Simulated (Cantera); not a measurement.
# Gas activation for diamond growth

An isothermal, constant-pressure homogeneous reactor starts with 1.06 % CH₄, 96.8 % H₂, 2.13 % CO₂, at 2598 K and 0.133 bar.

Detailed kinetics in Cantera: GRI-Mech 3.0 (53 species, 325 reactions).

| t (s) | x CH₄ | x H₂ | x CO₂ | x CH₂ | x CH₂O | x CH₂CO |
|---|---|---|---|---|---|---|
| 5.00e-6 | 0.0104 | 0.967 | 0.0213 | 4.52e-7 | 1.12e-8 | 7.21e-12 |
| 1.49e-5 | 0.0100 | 0.965 | 0.0210 | 2.96e-6 | 1.52e-7 | 3.55e-10 |
| 4.41e-5 | 0.00906 | 0.957 | 0.0187 | 1.94e-5 | 6.34e-7 | 1.45e-8 |
| 0.000131 | 0.00653 | 0.935 | 0.00764 | 8.39e-5 | 1.23e-6 | 2.39e-7 |
| 0.000389 | 0.00202 | 0.915 | 0.000105 | 8.53e-5 | 8.41e-7 | 9.86e-7 |
| 0.00116 | 0.000419 | 0.907 | 6.88e-5 | 3.38e-5 | 2.55e-7 | 9.42e-7 |
| 0.00343 | 0.000146 | 0.897 | 6.04e-5 | 1.96e-5 | 1.03e-7 | 2.99e-7 |
| 0.0102 | 3.86e-6 | 0.880 | 5.16e-5 | 9.13e-7 | 5.23e-9 | 4.06e-9 |
| 0.0303 | 8.46e-11 | 0.864 | 5.12e-5 | 3.04e-11 | 1.40e-9 | <1e-12 |
| 0.0899 | 7.92e-11 | 0.863 | 5.12e-5 | 2.96e-11 | 1.37e-9 | <1e-12 |
| 0.267 | 7.92e-11 | 0.863 | 5.12e-5 | 2.96e-11 | 1.37e-9 | <1e-12 |
| 0.793 | 7.92e-11 | 0.863 | 5.12e-5 | 2.96e-11 | 1.37e-9 | <1e-12 |
| 2.36 | 7.92e-11 | 0.863 | 5.12e-5 | 2.96e-11 | 1.37e-9 | <1e-12 |
| 7.00 | 7.92e-11 | 0.863 | 5.12e-5 | 2.96e-11 | 1.37e-9 | <1e-12 |
x: mole fraction; the columns are a selection and need not sum to one.

Equilibrium at this temperature and pressure: CH₄ 8.64e-11, H₂ 0.863, CO₂ 5.12e-5, CH₂ 3.22e-11, CH₂O 1.37e-9, CH₂CO <1e-12 (gas phase only).
